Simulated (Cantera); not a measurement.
An adiabatic, constant-pressure homogeneous reactor starts with H2 : O2 : N2 : H2O = 1 : 0.417 : 1.57 : 0.36 (molar parts), equivalence ratio 1.2, at 1675 K and 10.0 bar.

Model: GRI-Mech 3.0 (53 species, 325 reactions), integrated in Cantera. The hydrogen kinetics of GRI-Mech 3.0 are dated; newer H2 mechanisms differ, most at raised pressure.

Task: Predict: time of steepest temperature rise; temperature at 2.00 s; equilibrium temperature; x(H2) at 2.00 s; x(O2) at 2.00 s; x(H2O) at 2.00 s; x(H) at 2.00 s; x(O) at 2.00 s; x(NO) at 2.00 s.

Result: 
```
Quantity                                                             Value
---------------------------------  ---------------------------------------
time of steepest temperature rise                                  1.01 µs
temperature at 2.00 s                                               2987 K
equilibrium temperature                                             2987 K
x(H2) at 2.00 s                      0.0752 (gas-phase equilibrium 0.0752)
x(O2) at 2.00 s                    0.00426 (gas-phase equilibrium 0.00426)
x(H2O) at 2.00 s                       0.360 (gas-phase equilibrium 0.360)
x(H) at 2.00 s                       0.0132 (gas-phase equilibrium 0.0132)
x(O) at 2.00 s                     0.00224 (gas-phase equilibrium 0.00224)
x(NO) at 2.00 s                    0.00545 (gas-phase equilibrium 0.00545)
```
